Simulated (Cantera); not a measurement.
An adiabatic, constant-volume homogeneous reactor starts with CH₄ : C₂H₆ : O₂ : N₂ : H₂O = 1 : 0.037 : 1.52 : 5.72 : 0.61 (molar parts), equivalence ratio 1.4, at 1775 K and 670000 Pa. Integrator tolerance rtol = 1e-08.

Detailed kinetics in Cantera: GRI-Mech 3.0 (53 species, 325 reactions). Above 3000 K some thermodynamic fits are extrapolated.

Question: What does this change do: initial temperature 1775 to 1050 K?

Answer: 
```tsv
quantity	before	after
time of steepest temperature rise	16.8 µs	19.0 ms
temperature at 1.00 s	3106 K	2752 K
equilibrium temperature	3106 K	2752 K
x(CH₄) at 1.00 s	6.95e-12 (gas-phase equilibrium 8.22e-12)	2.74e-11 (gas-phase equilibrium 3.12e-11)
x(C₂H₆) at 1.00 s	<1e-12 (gas-phase equilibrium <1e-12)	<1e-12 (gas-phase equilibrium <1e-12)
x(O₂) at 1.00 s	0.00317 (gas-phase equilibrium 0.00317)	0.000261 (gas-phase equilibrium 0.000261)
x(HCN) at 1.00 s	1.25e-7 (gas-phase equilibrium 1.25e-7)	1.34e-7 (gas-phase equilibrium 1.34e-7)
x(NO) at 1.00 s	0.00573 (gas-phase equilibrium 0.00573)	0.00106 (gas-phase equilibrium 0.00106)
x(H₂O₂) at 1.00 s	8.15e-7 (gas-phase equilibrium 8.15e-7)	1.81e-7 (gas-phase equilibrium 1.81e-7)
```

Question: What does this change do: initial temperature 1775 to 1225 K?

Answer: 
```json
[
 {"quantity": "time of steepest temperature rise", "before": "16.8 µs", "after": "2.66 ms"},
 {"quantity": "temperature at 1.00 s", "before": "3106 K", "after": "2853 K"},
 {"quantity": "equilibrium temperature", "before": "3106 K", "after": "2853 K"},
 {"quantity": "x(CH₄) at 1.00 s", "before": "6.95e-12 (gas-phase equilibrium 8.22e-12)", "after": "1.65e-11 (gas-phase equilibrium 1.89e-11)"},
 {"quantity": "x(C₂H₆) at 1.00 s", "before": "<1e-12 (gas-phase equilibrium <1e-12)", "after": "<1e-12 (gas-phase equilibrium <1e-12)"},
 {"quantity": "x(O₂) at 1.00 s", "before": "0.00317 (gas-phase equilibrium 0.00317)", "after": "0.000613 (gas-phase equilibrium 0.000613)"},
 {"quantity": "x(HCN) at 1.00 s", "before": "1.25e-7 (gas-phase equilibrium 1.25e-7)", "after": "1.24e-7 (gas-phase equilibrium 1.24e-7)"},
 {"quantity": "x(NO) at 1.00 s", "before": "0.00573 (gas-phase equilibrium 0.00573)", "after": "0.00186 (gas-phase equilibrium 0.00186)"},
 {"quantity": "x(H₂O₂) at 1.00 s", "before": "8.15e-7 (gas-phase equilibrium 8.15e-7)", "after": "3.06e-7 (gas-phase equilibrium 3.06e-7)"}
]
```
